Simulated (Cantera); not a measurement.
Input: 1 mol SiCl4, 96 mol H2, equilibrated at 0.130 bar.

Method: chemical equilibrium by Gibbs-energy minimisation in Cantera with the NASA 1993 tables (ideal gas, pure condensed phases). Candidate condensed phases: Si; 19 gas species. Kinetics and transport are ignored.

Task: Which condensed phases are stable at each of these points (T (°C)): 552, 602, 652, 702, 752, 802, 852, 902, 952, 1002?

Result: 
| T (°C) | condensed phases | Si condensed (%) |
|---|---|---|
| 552 | gas only | 0.0 |
| 602 | gas only | 0.0 |
| 652 | gas only | 0.0 |
| 702 | Si(s) | 7.1 |
| 752 | Si(s) | 16.2 |
| 802 | Si(s) | 26.8 |
| 852 | Si(s) | 38.0 |
| 902 | Si(s) | 48.1 |
| 952 | Si(s) | 55.8 |
| 1002 | Si(s) | 60.5 |

From 552 °C to 652 °C nothing is condensed. From 702 °C to 1002 °C the condensed part is Si(s).
